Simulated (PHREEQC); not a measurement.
Solution (25 °C): 0.067 mol/kgw Cu(NO3)2, 0.0046 mol/kgw H2SO4 and 4.6e-05 mol/kgw H3BO3. Closed to the air; pH follows from the charge balance.

All values are PHREEQC results (ion-association model, phreeqc.dat), not measurements.

This is a speciation only: nothing precipitates in the calculation.

Problem. Order these S species by the share of S that they hold, largest first: SO4-2, HSO4-, CuSO4.

Solution. CuSO4 (48 %), SO4-2 (41 %), HSO4- (11 %)

The pH is 2.16 and the ionic strength 0.205 mol/kgw.
